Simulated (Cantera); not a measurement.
Boron, boron nitride and boron oxide: borazine + NH₃ + H₂

Input: 1 mol borazine, 0.86 mol NH₃, 9.1 mol H₂, at 0.0140 bar.

Cantera equilibrium calculation (NASA polynomials, part measured and part estimated; ideal gas, pure solids and liquids). Candidate condensed phases: B, BN; 15 gas species. The feed counts by its element totals alone. Mutual solubility and eutectic melting of coexisting phases are not modelled. The tables' values for BH₂ are old estimates; treat these amounts as uncertain. Kinetics and transport are ignored.

```tsv
T (K)	log p H₂	log p N₂	log p H	log p BH₂	log p B	log p BH	log p BH₃	n BN(s)	n B(s)
2023	-1.87	-3.36	-3.66	-5.36	-6.92	-7.53	-7.44	3.00	0
2048	-1.88	-3.36	-3.59	-5.22	-6.67	-7.32	-7.34	2.99	0
2073	-1.88	-3.36	-3.52	-5.09	-6.42	-7.11	-7.24	2.99	0
2098	-1.88	-3.32	-3.45	-4.98	-6.20	-6.93	-7.16	2.91	0.0803
2123	-1.89	-3.18	-3.39	-4.93	-6.04	-6.81	-7.15	2.51	0.479
2148	-1.90	-3.04	-3.33	-4.89	-5.88	-6.69	-7.14	1.94	1.04
2173	-1.91	-2.90	-3.27	-4.85	-5.73	-6.58	-7.14	1.14	1.84
```
log p: log10 of the partial pressure in bar; n: condensed amount in mol.

From 2023 K to 2073 K the condensed part is BN(s). From 2098 K to 2173 K the condensed part is B(s) + BN(s).
